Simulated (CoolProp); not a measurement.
A simple Rankine cycle with R114: condensing at 302.15 K, boiler at 2.89 MPa, turbine inlet 426.9 K, turbine efficiency 0.8, pump efficiency 0.7, no recuperator. Each further row changes one setting.

The numbers come from the reference Helmholtz-energy equation of state, Platzer 1990 in CoolProp. This equation is an older, rougher fit; its heat capacities, sound speeds and derivatives of the liquid may be far off and weren't checked against measurements.

| case | thermal efficiency (%) | net work (kJ/kg) | heat in (kJ/kg) | turbine exit temperature (K) | volume ratio over the turbine |
|---|---|---|---|---|---|
| as stated | 14.4 | 27.8 | 193 | 353.8 | 15.2 |
| turbine inlet 446.9 K | 14.5 | 31.1 | 215 | … | 13.7 |
| condensing temperature 294.15 K | 15.5 | 31.1 | 201 | 348.8 | 19.6 |
| boiler pressure 2.02 MPa | 13.1 | 26.9 | 206 | 372.0 | 9.08 |
| turbine efficiency 0.7 | … | … | 193 | 358.8 | 15.5 |

Fill in the missing entries.


- turbine inlet 446.9 K, turbine exit temperature (K): 378.3
- turbine efficiency 0.7, thermal efficiency (%): 12.5
- turbine efficiency 0.7, net work (kJ/kg): 24.0
